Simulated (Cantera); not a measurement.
Input: 1 mol Si, 4.3 mol Cl₂, 2.2 mol H₂, at 13300 Pa.

Method: chemical equilibrium by Gibbs-energy minimisation in Cantera with the NASA 1993 tables (ideal gas, pure condensed phases). Candidate condensed phases: Si; 19 gas species. Kinetics and transport are ignored.

At 650 K, list the 3 most abundant gas species with their mole fractions, and the condensed phases.

HCl 0.800, SiCl₄ 0.182, Cl₂ 0.0182. Condensed: gas only.
